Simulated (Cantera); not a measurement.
A closed system holds: 1 mol PbO, 0.89 mol CO, 0.15 mol N2, at 1550 K and 390 Pa.

Equilibrium computed with Cantera from the NASA thermochemical tables; the gas is ideal and each condensed phase is pure. Candidate condensed phases: C, Pb, PbO, PbO2, Pb3O4; 27 gas species. Gases not in the tables: (PbO)n polymers. Rates play no part.

Base state: Pb 0.432, CO2 0.431, N2 0.0735, PbO 0.0582, CO 0.00472, O2 0.000219, NO 1.53e-5, Pb2 1.06e-5 (mole fractions); condensed: gas only.

Q: What changes in the equilibrium state with this change: CO from 0.89 to 0.22 mol?

A: 
```json
[
 {"species": "PbO", "before": "0.0582", "after": "0.457"},
 {"species": "Pb", "before": "0.432", "after": "0.241"},
 {"species": "CO2", "before": "0.431", "after": "0.153"},
 {"species": "O2", "before": "0.000219", "after": "0.0435"},
 {"species": "N2", "before": "0.0735", "after": "0.105"},
 {"species": "CO", "before": "0.00472", "after": "0.000119"},
 {"species": "NO", "before": "1.53e-5", "after": "0.000257"},
 {"species": "O", "before": "1.86e-6", "after": "2.62e-5"},
 {"species": "Pb2", "before": "1.06e-5", "after": "3.29e-6"}
]
```

Q: What changes in the equilibrium state with this change: pressure from 390 Pa to 13300 Pa?

A: 
```json
[
 {"species": "CO2", "before": "0.431", "after": "0.541"},
 {"species": "Pb", "before": "0.432", "after": "0.294"},
 {"species": "N2", "before": "0.0735", "after": "0.0917"},
 {"species": "PbO", "before": "0.0582", "after": "0.0705"},
 {"species": "Pb2", "before": "1.06e-5", "after": "0.000167"},
 {"species": "O2", "before": "0.000219", "after": "2.04e-5"},
 {"species": "NO", "before": "1.53e-5", "after": "5.21e-6"},
 {"species": "CO", "before": "0.00472", "after": "0.00332"},
 {"species": "Pb(l), mol", "before": "0", "after": "0.404"}
]
```
